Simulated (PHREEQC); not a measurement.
1 kg of water holding 3.5 mmol/kgw NaHCO3, 46 mmol/kgw Na2CO3, 41 mmol/kgw Na2SO4, 7 mmol/kgw KCl and 8.8 mmol/kgw NaCl is evaporated at 25 °C; the solids stay in contact with the brine. CO2 from the air is kept out. The run lets Arcanite, Burkeite, Glaserite, Halite, Kalicinite, Mirabilite, Misenite, Nahcolite, Natron, Sylvite, Thenardite, Trona precipitate or redissolve, and no other solid.

The series has 28 steps of water left (kg), from 1 to 0.004375.

Computed with PHREEQC (Pitzer model, pitzer.dat).

Task: Which solids form, in which order, and at which step of the series does each first stand?

Result: Burkeite from water left = 0.0198 kg (pH 10.50); Trona from water left = 0.01627 kg (pH 10.51); Natron from water left = 0.007108 kg (pH 11.26); Halite from water left = 0.004375 kg (pH 12.02); Sylvite from water left = 0.004375 kg (pH 12.02).

Complexes and solids missing from the database can't appear.
